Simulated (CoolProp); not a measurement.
Properties of R134a at several states.

Computed with CoolProp (reference Helmholtz-energy equation of state, Tillner-Roth 1994).

```json
[
 {"T (K)": "176.9", "p (MPa)": "0.236", "phase": "liquid", "cp (kJ/(kg K))": "1.185", "conductivity (mW/(m K))": "141"},
 {"T (K)": "181.6", "p (MPa)": "1.31", "phase": "liquid", "cp (kJ/(kg K))": "1.187", "conductivity (mW/(m K))": "139"},
 {"T (K)": "298.4", "p (MPa)": "15.2", "phase": "liquid", "cp (kJ/(kg K))": "1.330", "conductivity (mW/(m K))": "90.6"},
 {"T (K)": "282.4", "p (MPa)": "2.03", "phase": "liquid", "cp (kJ/(kg K))": "1.357", "conductivity (mW/(m K))": "89.0"}
]
```

Thermal conductivity comes from a separate model (McLinden 2000), an estimate that may be off by 10 % or more.
